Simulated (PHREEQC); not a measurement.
**Polishing slurry liquid: an equilibrium model**

Dissolve 0.012 mol/kgw KOH, 3.7e-06 mol/kgw H4SiO4 and 0.00031 mol/kgw CO2 at 20 °C. Closed to the air; pH follows from the charge balance.

The numbers come from PHREEQC with the ion-association model, wateq4f.dat.

No solid was allowed to form.

Problem. Predict the pH.

Solution. pH 12.18.

Problem. In which forms is C present?

Solution. CO3-2 99 %, HCO3- 1.1 % of the C.

Complexes and solids missing from the database can't appear.
